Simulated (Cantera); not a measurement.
Cantera run:

```python
import numpy as np
import cantera as ct

gas_names = """
    AL ALH ALN AL2 H H2 N NH NH2 NH3 N2 N2H2 N2H4
""".split()
cond_names = """
    AL(cr) AL(L) ALN(s)
""".split()


# ... load() reads the species with a 1 bar reference pressure and builds the phases ...
atoms = {
    'Al': {'AL': 1},
    'N2': {'N': 2},
    'H2': {'H': 2},
}
top_T = {'ALN(s)': 2750}  # K; cautious upper limits of use, not melting points


# ... equilibrate(T, P, feed) seeds the gas with the atoms and calls Mixture.equilibrate('TP', solver="vcs", rtol=1e-11, max_steps=5000) ...
results = []
feed = {'Al': 1, 'N2': 0.83, 'H2': 1.7}  # mol
P = 7700  # Pa
for T in [1373, 1448, 1523, 1598, 1673, 1748, 1823, 1898, 1973, 2048, 2123]:
    mix = equilibrate(T, P, feed)
    results.append((T, P, feed, dict(zip(mix.species_names, mix.species_moles))))

top = {s: max(r[3][s] / sum(r[3][g] for g in gas_names) for r in results) for s in gas_names}
cols = sorted((s for s in top if top[s] > 0.001), key=lambda s: -top[s])[:9]
seen = [c for c in cond_names if any(r[3].get(c, 0) > 1e-12 for r in results)]
print("log10 of partial pressures in bar; condensed amounts in mol")
print(f"{'T/K':>10s}" + "".join(f"{s[:9]:>10s}" for s in cols + seen))
for T, P, feed, n in results:
    ng = sum(n[g] for g in gas_names)
    print(f"{T:10.4g}" + "".join(f"{np.log10(max(n[s] / ng * P / 1e5, 1e-99)):10.3f}" for s in cols)
          + "".join(f"{n.get(c, 0):10.4g}" for c in seen))
```

It prints:

```
log10 of partial pressures in bar; condensed amounts in mol
       T/K        H2        N2        AL         H       ALH    ALN(s)
      1373    -1.191    -1.902   -11.312    -6.073   -11.591         1
      1448    -1.191    -1.902   -10.054    -5.631   -10.477         1
      1523    -1.191    -1.903    -8.923    -5.231    -9.475         1
      1598    -1.191    -1.903    -7.898    -4.869    -8.568         1
      1673    -1.191    -1.903    -6.967    -4.539    -7.744         1
      1748    -1.191    -1.903    -6.118    -4.237    -6.992         1
      1823    -1.191    -1.903    -5.339    -3.959    -6.303    0.9999
      1898    -1.192    -1.903    -4.623    -3.703    -5.670    0.9993
      1973    -1.194    -1.902    -3.962    -3.467    -5.086    0.9969
      2048    -1.198    -1.900    -3.352    -3.249    -4.549    0.9874
      2123    -1.211    -1.890    -2.790    -3.051    -4.059    0.9531
```

These are equilibrium values from Cantera (NASA tables, ideal gas, pure condensed phases), not measurements of a reactor.
